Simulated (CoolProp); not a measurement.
A single-stage vapour-compression cycle with R227EA: evaporating at 214.15 K (dew point), condensing at 284.15 K (bubble point), superheat 8 K, subcooling 8 K, compressor efficiency 0.65, no pressure losses. Each further row changes one setting.

Computed with CoolProp (reference Helmholtz-energy equation of state, Lemmon 2016).

```
case                              cooling COP  pressure ratio  discharge temperature (K)  refrigerating effect (kJ/kg)  volumetric capacity (kJ/m³)
--------------------------------  -----------  --------------  -------------------------  ----------------------------  ---------------------------
as stated                                   ?            28.4                      309.0                          88.3                         83.5
evaporating temperature 219.15 K         1.65            20.5                      306.3                          91.6                          118
condensing temperature 279.15 K          1.63            23.9                      304.3                          93.9                         88.8
subcooling 13 K                          1.54            28.4                      309.0                          93.9                         88.8
superheat 18 K                              ?            28.4                      320.2                             ?                         86.0
compressor efficiency 0.55               1.23            28.4                      321.9                          88.3                         83.5
```

**Question.** Complete the blanks.

**Answer.** 
- as stated, cooling COP: 1.45
- superheat 18 K, cooling COP: 1.49
- superheat 18 K, refrigerating effect (kJ/kg): 95.1
